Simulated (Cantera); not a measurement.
A Cantera script and what it prints.

```python
import numpy as np
import cantera as ct

gas_names = """
    C CN CO CO2 C2 CCN CNC C2N2 C2O C3 C3O2 C4 C4N2 C5 Fe FeC5O5 FeO N NCO NO NO2 NO3 N2 N2O O O2 O3
""".split()
cond_names = """
    C(gr) Fe(a) Fe(c) Fe(d) Fe(L) FeC5O5(L) FeO(s) FeO(L) Fe2O3(s) Fe3O4(s)
""".split()


def load(file, names, dense=False):
    # The tables refer to 1 bar. Condensed volumes are neglected.
    table = {s.name: s for s in ct.Species.list_from_file(file)}
    out = []
    for n in names:
        d = dict(table[n].input_data)
        d["thermo"] = dict(d["thermo"], **{"reference-pressure": 1e5})
        if dense:
            d["equation-of-state"] = {"model": "constant-volume", "density": "1e6 g/cm^3"}
        out.append(ct.Species.from_dict(d))
    return out


gas = ct.Solution(thermo="ideal-gas", species=load("nasa_gas.yaml", gas_names))
cond = {s.name: ct.Solution(thermo="fixed-stoichiometry", species=[s], name=s.name)
        for s in load("nasa_condensed.yaml", cond_names, dense=True)}
atoms = {
    'Fe(CO)5': {'Fe': 1, 'C': 5, 'O': 5},
    'O2': {'O': 2},
    'N2': {'N': 2},
}
top_T = {'C(gr)': 4500, 'Fe2O3(s)': 1830, 'Fe3O4(s)': 1870}  # K; cautious upper limits of use, not melting points


def equilibrate(T, P, feed):
    n = {}
    for name, mol in feed.items():
        for a, k in atoms[name].items():
            n[a] = n.get(a, 0.0) + k * mol
    gas.TPX = T, P, n
    mass = sum(n.values()) * gas.mean_molecular_weight
    gas.equilibrate("TP")
    valid = [c for c in cond.values() if c.min_temp <= T <= top_T.get(c.name, c.max_temp)]
    mix = ct.Mixture([(gas, mass / gas.mean_molecular_weight)] + [(c, 0.0) for c in valid])
    mix.T, mix.P = T, P
    mix.equilibrate("TP", solver="vcs", rtol=1e-11, max_steps=5000)
    return mix


results = []
feed = {'Fe(CO)5': 1, 'O2': 0.12, 'N2': 1.8}  # mol
P = 2700  # Pa
for T in [848, 923, 998, 1073, 1148, 1223, 1298, 1373, 1448, 1523, 1598, 1673]:
    mix = equilibrate(T, P, feed)
    results.append((T, P, feed, dict(zip(mix.species_names, mix.species_moles))))
    x = sorted(zip(gas.X, gas.species_names), reverse=True)
    print(f"T = {T:g} K  P = {P:g} Pa  gas = {mix.phase_moles(0):.4g} mol")
    print("   x: " + "  ".join(f"{s} {v:.3e}" for v, s in x if v > 0.0001))
    print("   condensed (mol): " + ("  ".join(f"{mix.phase(i).name} {mix.phase_moles(i):.4g}"
          for i in range(1, mix.n_phases) if mix.phase_moles(i) > 1e-12) or "none"))
```

Result:

```
T = 848 K  P = 2700 Pa  gas = 6.007 mol
   x: CO 5.284e-01  N2 2.997e-01  CO2 1.720e-01
   condensed (mol): C(gr) 0.793  Fe(a) 1
T = 923 K  P = 2700 Pa  gas = 6.763 mol
   x: CO 6.930e-01  N2 2.661e-01  CO2 4.090e-02
   condensed (mol): C(gr) 0.03663  Fe(a) 1
T = 998 K  P = 2700 Pa  gas = 6.8 mol
   x: CO 7.000e-01  N2 2.647e-01  CO2 3.529e-02
   condensed (mol): Fe(a) 1
T = 1073 K  P = 2700 Pa  gas = 6.8 mol
   x: CO 7.000e-01  N2 2.647e-01  CO2 3.529e-02
   condensed (mol): Fe(a) 1
T = 1148 K  P = 2700 Pa  gas = 6.8 mol
   x: CO 7.000e-01  N2 2.647e-01  CO2 3.529e-02
   condensed (mol): Fe(a) 1
T = 1223 K  P = 2700 Pa  gas = 6.8 mol
   x: CO 7.000e-01  N2 2.647e-01  CO2 3.529e-02
   condensed (mol): Fe(c) 1
T = 1298 K  P = 2700 Pa  gas = 6.8 mol
   x: CO 7.000e-01  N2 2.647e-01  CO2 3.529e-02
   condensed (mol): Fe(c) 1
T = 1373 K  P = 2700 Pa  gas = 6.8 mol
   x: CO 7.000e-01  N2 2.647e-01  CO2 3.529e-02
   condensed (mol): Fe(c) 1
T = 1448 K  P = 2700 Pa  gas = 6.8 mol
   x: CO 7.000e-01  N2 2.647e-01  CO2 3.529e-02
   condensed (mol): Fe(c) 1
T = 1523 K  P = 2700 Pa  gas = 6.8 mol
   x: CO 7.000e-01  N2 2.647e-01  CO2 3.529e-02
   condensed (mol): Fe(c) 0.9999
T = 1598 K  P = 2700 Pa  gas = 6.8 mol
   x: CO 7.000e-01  N2 2.647e-01  CO2 3.529e-02
   condensed (mol): Fe(c) 0.9997
T = 1673 K  P = 2700 Pa  gas = 6.801 mol
   x: CO 6.999e-01  N2 2.647e-01  CO2 3.529e-02  Fe 1.486e-04
   condensed (mol): Fe(d) 0.999
```

Cantera equilibrium calculation (NASA polynomials, part measured and part estimated; ideal gas, pure solids and liquids). Condensed phases not in the tables: cementite and carbon dissolved in iron.
